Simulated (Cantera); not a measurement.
Input: 1 mol (CH3)2SiCl2, 0.12 mol C2H4, 1100 mol H2, held at 0.120 bar.

Method: chemical equilibrium by Gibbs-energy minimisation in Cantera with the NASA 1993 tables (ideal gas, pure condensed phases). Candidate condensed phases: C, C6H6, C7H8, C8H18, Si, SiC; 109 gas species. The feed counts by its element totals alone. Gases not in the tables: Si2H6 and higher silanes. Kinetics and transport are ignored.

log p: log10 of the partial pressure in bar; n: condensed amount in mol.

| T (K) | log p H2 | log p H | log p HCl | log p CH4 | log p C2H2 (acetylene) | n SiC(s) | n C(graphite) |
|---|---|---|---|---|---|---|---|
| 973 | -0.92 | -9.43 | -3.66 | -3.87 | -12.46 | 1.000 | 0 |
| 1123 | -0.92 | -7.83 | -3.66 | -3.87 | -9.57 | 1.000 | 0 |
| 1273 | -0.92 | -6.61 | -3.66 | -3.87 | -7.35 | 1.000 | 0.00269 |
| 1423 | -0.92 | -5.64 | -3.66 | (withheld) | -6.39 | 1.000 | 0.730 |
| 1573 | -0.92 | -4.85 | -3.66 | (withheld) | -5.61 | 1.000 | 0.951 |
| 1723 | -0.92 | -4.20 | -3.66 | (withheld) | -4.97 | 0.999 | 0.906 |
| 1873 | -0.92 | -3.65 | -3.66 | (withheld) | -4.43 | 0.994 | 0.474 |
| 2023 | -0.92 | -3.18 | -3.67 | (withheld) | -4.17 | 0.937 | 0 |
| 2173 | -0.93 | -2.78 | -3.67 | (withheld) | -4.02 | 0.391 | 0 |
| 2323 | -0.94 | -2.43 | -3.68 | (withheld) | -3.94 | 0 | 0 |
| 2473 | -0.95 | -2.13 | -3.70 | (withheld) | -3.94 | 0 | 0 |
| 2623 | -0.98 | -1.86 | -3.73 | (withheld) | -3.96 | 0 | 0 |

### Question
Some entries are withheld; supply them.

### Answer

- 1423, log p CH4: -4.26
- 1573, log p CH4: -4.58
- 1723, log p CH4: -4.84
- 1873, log p CH4: -5.06
- 2023, log p CH4: -5.34
- 2173, log p CH4: -5.63
- 2323, log p CH4: -5.91
- 2473, log p CH4: -6.19
- 2623, log p CH4: -6.47
